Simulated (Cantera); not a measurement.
A Cantera script and its output.

```python
import numpy as np
import cantera as ct

gas = ct.Solution("gri30.yaml")
gas.TPX = 1000, 13332, {'CO': 0.022, 'O2': 0.063, 'H2O': 0.00014, 'N2': 1}
reactor = ct.IdealGasConstPressureReactor(gas, energy="off", clone=False)
net = ct.ReactorNet([reactor])
net.rtol, net.atol = 1e-08, 1e-18
show = ['CO', 'O2', 'H2O', 'N2O', 'CO2', 'NO2', 'NO']
times = np.geomspace(4e-06, 100, 15)

steps = ct.SolutionArray(gas, extra=["t"])
rows = []
print(f"{'t/s':>10s}{'T/K':>9s}{'P/Pa':>11s}" + "".join(f"{s:>11s}" for s in show))
for t in times:
    while net.time < t:
        t_next = net.step()
        steps.append(gas.state, t=t_next)
    rows.append([np.interp(t, steps.t, y) for y in (steps.T, steps.P, *steps(*show).X.T)])
    print(f"{t:10.3e}{rows[-1][0]:9.1f}{rows[-1][1]:11.4g}" + "".join(f"{x:11.3e}" for x in rows[-1][2:]))
rate = np.gradient(steps.T, steps.t)
print("integrator steps:", len(steps.t))
if steps.T.max() > steps.T[0] + 200:
    print(f"time of steepest temperature rise: {steps.t[rate.argmax()]:.4e} s")
gas.TPX = 1000, 13332, {'CO': 0.022, 'O2': 0.063, 'H2O': 0.00014, 'N2': 1}
gas.equilibrate("TP")
print(f"equilibrium (TP): T = {gas.T:.1f} K  " + "  ".join(f"{s} {gas[s].X[0]:.3e}" for s in show))
```

Output:

```
       t/s      T/K       P/Pa         CO         O2        H2O        N2O        CO2        NO2         NO
 4.000e-06   1000.0  1.333e+04  2.027e-02  5.806e-02  1.290e-04  6.276e-21  6.751e-13  1.600e-37  8.617e-27
 1.350e-05   1000.0  1.333e+04  2.027e-02  5.806e-02  1.290e-04  4.543e-20  2.279e-12  3.915e-36  8.902e-26
 4.559e-05   1000.0  1.333e+04  2.027e-02  5.806e-02  1.290e-04  4.640e-19  7.697e-12  1.640e-34  1.237e-24
 1.539e-04   1000.0  1.333e+04  2.027e-02  5.806e-02  1.290e-04  4.907e-18  2.600e-11  6.625e-33  1.659e-23
 5.197e-04   1000.0  1.333e+04  2.027e-02  5.806e-02  1.290e-04  5.495e-17  8.794e-11  3.180e-31  2.118e-22
 1.755e-03   1000.0  1.333e+04  2.027e-02  5.806e-02  1.290e-04  6.166e-16  2.989e-10  1.638e-29  2.484e-21
 5.924e-03   1000.0  1.333e+04  2.027e-02  5.806e-02  1.290e-04  6.969e-15  1.039e-09  1.334e-27  2.850e-20
 2.000e-02   1000.0  1.333e+04  2.027e-02  5.806e-02  1.290e-04  7.866e-14  3.936e-09  2.684e-25  3.255e-19
 6.752e-02   1000.0  1.333e+04  2.027e-02  5.806e-02  1.290e-04  9.311e-13  2.031e-08  1.077e-22  4.106e-18
 2.280e-01   1000.0  1.333e+04  2.027e-02  5.806e-02  1.290e-04  2.160e-11  3.555e-07  2.441e-19  2.213e-16
 7.697e-01   1000.0  1.333e+04  1.223e-02  5.396e-02  1.140e-04  1.604e-07  8.118e-03  7.569e-11  4.641e-08
 2.599e+00   1000.0  1.333e+04  1.039e-03  4.888e-02  1.283e-04  2.161e-07  1.943e-02  5.183e-10  1.308e-07
 8.773e+00   1000.0  1.333e+04  8.407e-05  4.845e-02  1.299e-04  2.243e-07  2.040e-02  1.621e-09  1.458e-07
 2.962e+01   1000.0  1.333e+04  6.514e-06  4.841e-02  1.302e-04  2.249e-07  2.047e-02  3.996e-09  1.479e-07
 1.000e+02   1000.0  1.333e+04  4.276e-07  4.841e-02  1.303e-04  2.190e-07  2.048e-02  5.325e-09  1.476e-07
integrator steps: 1678
equilibrium (TP): T = 1000.0 K  CO 1.563e-11  O2 4.840e-02  H2O 1.303e-04  N2O 5.354e-10  CO2 2.048e-02  NO2 1.543e-07  NO 1.642e-05
```

Detailed kinetics in Cantera: GRI-Mech 3.0 (53 species, 325 reactions).
